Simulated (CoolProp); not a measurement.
Vapour-liquid equilibrium of acetone (1) + n-decane (2) at 187.55 °C; x and y are mole fractions of (1).

The numbers come from the multi-fluid Helmholtz-energy mixture model, Lemmon 2006 and Lemmon 2006; pair parameters Bell 2016 in CoolProp.

```csv
x,bubble pressure (MPa),y at the bubble point,dew pressure at overall composition x (MPa),liquid density (mol/L)
0.05,0.2593,0.452,0.1485,4.287
0.15,0.5068,0.722,0.1664,4.566
0.25,0.7461,0.814,0.1890,4.874
0.35,0.9625,0.859,0.2184,5.216
0.45,1.154,0.886,0.2582,5.599
0.55,1.328,0.906,0.3152,6.035
0.65,1.498,0.924,0.4040,6.540
0.75,1.678,0.942,0.5617,7.141
0.85,1.881,0.962,0.9116,7.879
0.95,2.118,0.986,1.762,8.823
```

No azeotrope shows between x = 0.05 and 0.95.

Pair parameters are fitted to limited data, so mixtures are less certain than the pure fluids. The gap from Raoult's law changes sign with composition, which may be real or a fault of the pair parameters; it wasn't checked against measurements.
